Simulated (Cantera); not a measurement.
Mixture: H2 : O2 : N2 = 1 : 0.333 : 1.25 (molar parts), equivalence ratio 1.5, at 3750 Torr, adiabatic and at constant volume. Ignition delay is the time to a rise of 400 K.

Computed with Cantera and the H2/O2 subset of GRI-Mech 3.0, which has no nitrogen chemistry. The hydrogen kinetics of GRI-Mech 3.0 are dated; newer H2 mechanisms differ, most at raised pressure.

### Question
What does this change do: O2 0.333 to 0.49 parts?

### Answer
| quantity | before | after |
|---|---|---|
| delay at 1000 K | 8.63 ms | 8.71 ms |
| delay at 1200 K | 16.5 µs | 12.9 µs |
| delay at 1400 K | 3.99 µs | 3.12 µs |
| delay at 1600 K | 2.02 µs | 1.59 µs |

### Question
What does this change do: N2 1.25 to 3.4 parts?

### Answer
```
quantity          before    after
---------------  -------  -------
delay at 1000 K  8.63 ms  13.5 ms
delay at 1200 K  16.5 µs  29.2 µs
delay at 1400 K  3.99 µs  7.88 µs
delay at 1600 K  2.02 µs  4.39 µs
```
Where the delays flatten at high temperature, the 400 K rule measures the pace of heat release, not the induction time.

### Question
What does this change do: pressure from 3750 Torr to 760 Torr?

### Answer
```tsv
quantity	before	after
delay at 1000 K	8.63 ms	0.339 ms
delay at 1200 K	16.5 µs	46.2 µs
delay at 1400 K	3.99 µs	19.7 µs
delay at 1600 K	2.02 µs	12.5 µs
```
Where the delays flatten at high temperature, the 400 K rule measures the pace of heat release, not the induction time.
